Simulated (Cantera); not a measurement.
Input: 1 mol SiH₂Cl₂, 42 mol N₂, held at 0.000190 bar.

Equilibrium computed with Cantera from the NASA thermochemical tables; the gas is ideal and each condensed phase is pure. Candidate condensed phases: NH₄Cl, Si, Si₃N₄; 28 gas species. N₂ is the only nitrogen source here; it is nearly inert below about 1500 K, so the nitride shown seldom forms there in practice. The tables' values for SiCl₃ are old estimates; treat these amounts as uncertain. The numbers say what is thermodynamically allowed, not how fast it happens. All values below are at 900 °C.

Base state: N₂ 0.955, HCl 0.0378, H₂ 0.00418, SiCl₂ 0.00127, SiCl₄ 0.00116, SiCl₃ 0.000387 (mole fractions); condensed: Si₃N₄(s).

Question: What changes in the equilibrium state with this change: SiH₂Cl₂ replaced by SiHCl₃?

Answer: 
```json
[
 {"species": "N₂", "before": "0.955", "after": "0.963"},
 {"species": "HCl", "before": "0.0378", "after": "0.0220"},
 {"species": "SiCl₄", "before": "0.00116", "after": "0.00873"},
 {"species": "H₂", "before": "0.00418", "after": "0.000518"},
 {"species": "SiCl₃", "before": "0.000387", "after": "0.00176"},
 {"species": "SiCl₂", "before": "0.00127", "after": "0.00349"},
 {"species": "Si₃N₄(s), mol", "before": "0.292", "after": "0.131"}
]
```
